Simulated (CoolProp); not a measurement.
Vapour-liquid equilibrium of dimethyl ether (1) + n-butane (2) at -22.25 °C; x and y are mole fractions of (1).

Model: multi-fluid Helmholtz-energy mixture model, Wu 2011 and Bücker 2006; pair parameters Bell 2016, in CoolProp.

| x | bubble pressure (bar) | y at the bubble point | dew pressure at overall composition x (bar) | liquid density (mol/L) |
|---|---|---|---|---|
| 0.05 | 0.4844 | 0.195 | 0.4254 | … |
| 0.2 | … | 0.496 | 0.4866 | 11.47 |
| 0.35 | 0.8062 | 0.640 | 0.5668 | 12.08 |
| 0.5 | 0.9084 | 0.733 | … | 12.78 |
| 0.65 | 0.9892 | 0.807 | 0.8165 | … |
| 0.8 | 1.057 | 0.879 | 0.9820 | … |
| 0.95 | 1.114 | 0.965 | 1.106 | 15.50 |

Question: Some entries are withheld; supply them.

Answer: 
- 0.05, liquid density (mol/L): 10.91
- 0.2, bubble pressure (bar): 0.6703
- 0.5, dew pressure at overall composition x (bar): 0.6739
- 0.65, liquid density (mol/L): 13.57
- 0.8, liquid density (mol/L): 14.47

No azeotrope shows between x = 0.05 and 0.95.

Pair parameters are fitted to limited data, so mixtures are less certain than the pure fluids.
